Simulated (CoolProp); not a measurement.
Saturation properties of hydrogen chloride.

Values from CoolProp's reference Helmholtz-energy equation of state, Thol 2018.

```json
[
 {"T (K)": "211.9", "p (bar)": "3.305", "vapour density (kg/m³)": "7.319"},
 {"T (K)": "213.9", "p (bar)": "3.605", "vapour density (kg/m³)": "7.939"},
 {"T (K)": "215.9", "p (bar)": "3.924", "vapour density (kg/m³)": "8.600"},
 {"T (K)": "218", "p (bar)": "4.283", "vapour density (kg/m³)": "9.339"},
 {"T (K)": "220", "p (bar)": "4.647", "vapour density (kg/m³)": "10.09"},
 {"T (K)": "222", "p (bar)": "5.034", "vapour density (kg/m³)": "10.88"},
 {"T (K)": "224.1", "p (bar)": "5.466", "vapour density (kg/m³)": "11.77"},
 {"T (K)": "226.1", "p (bar)": "5.903", "vapour density (kg/m³)": "12.66"},
 {"T (K)": "228.1", "p (bar)": "6.367", "vapour density (kg/m³)": "13.61"},
 {"T (K)": "230.2", "p (bar)": "6.882", "vapour density (kg/m³)": "14.66"},
 {"T (K)": "232.2", "p (bar)": "7.401", "vapour density (kg/m³)": "15.72"},
 {"T (K)": "234.2", "p (bar)": "7.950", "vapour density (kg/m³)": "16.84"},
 {"T (K)": "236.2", "p (bar)": "8.528", "vapour density (kg/m³)": "18.02"},
 {"T (K)": "238.3", "p (bar)": "9.168", "vapour density (kg/m³)": "19.34"}
]
```

It boils at 188.2 K under 1 atm.
